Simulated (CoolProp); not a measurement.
Vapour-liquid equilibrium of isobutane (1) + n-butane (2) at 219 K; x and y are mole fractions of (1).

Values from CoolProp's multi-fluid Helmholtz-energy mixture model, Bücker 2006 and Bücker 2006; pair parameters Kunz 2012.

```csv
x,bubble pressure (MPa),y at the bubble point,dew pressure at overall composition x (MPa),liquid density (mol/L)
0.05,0.007636,0.088,?,11.27
0.2,0.008540,?,0.008065,11.22
0.35,?,0.492,0.008714,11.17
0.5,?,0.642,?,?
0.65,0.01118,?,0.01036,11.08
0.8,0.01206,0.877,0.01143,11.04
0.95,0.01293,?,0.01273,11.00
```

Problem. Complete the blanks.

Solution. 
- 0.05, dew pressure at overall composition x (MPa): 0.007502
- 0.2, y at the bubble point: 0.312
- 0.35, bubble pressure (MPa): 0.009428
- 0.5, bubble pressure (MPa): 0.01031
- 0.5, dew pressure at overall composition x (MPa): 0.009470
- 0.5, liquid density (mol/L): 11.13
- 0.65, y at the bubble point: 0.768
- 0.95, y at the bubble point: 0.971

No azeotrope shows between x = 0.05 and 0.95.

Pair parameters are fitted to limited data, so mixtures are less certain than the pure fluids.
